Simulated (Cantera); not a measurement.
# Thermodynamics of chemical vapour transport, feed MgO + Cl2

Feed: 1 mol MgO, 0.29 mol Cl2, held at 47.3 Torr.

Method: chemical equilibrium by Gibbs-energy minimisation in Cantera with the NASA 1993 tables (ideal gas, pure condensed phases). Candidate condensed phases: Mg, MgCl2, MgO; 11 gas species. Mutual solubility and eutectic melting of coexisting phases are not modelled. Kinetics and transport are ignored.

```csv
T (K),x Cl2,x MgCl2,x O2,x Cl,x ClO,x O,n MgCl2(s),n MgO(s),n MgCl2(l)
950,0.992,0.000726,0.00678,0.000702,1.04e-6,1.04e-11,0.00370,0.996,0
1050,0.982,0.00905,0.00586,0.00313,3.28e-6,2.04e-10,0,0.997,0.000778
1150,0.934,0.0368,0.0184,0.0106,1.56e-5,4.49e-9,0,0.989,0
1250,0.816,0.104,0.0518,0.0281,5.76e-5,6.28e-8,0,0.968,0
1350,0.608,0.222,0.111,0.0592,0.000150,5.59e-7,0,0.925,0
1450,0.364,0.357,0.179,0.0992,0.000276,3.38e-6,0,0.866,0
1550,0.180,0.455,0.227,0.137,0.000379,1.49e-5,0,0.813,0
1650,0.0821,0.500,0.250,0.167,0.000433,5.16e-5,0,0.782,0
```
x: gas mole fraction; n: condensed amount in mol.

At 950 K the condensed part is MgCl2(s) + MgO(s). At 1050 K the condensed part is MgCl2(l) + MgO(s). From 1150 K to 1650 K the condensed part is MgO(s). The main Mg-bearing gas is MgCl2 throughout. The share of Mg in condensed phases is highest at 950 K (100.0 %) and lowest at 1650 K (78.2 %).
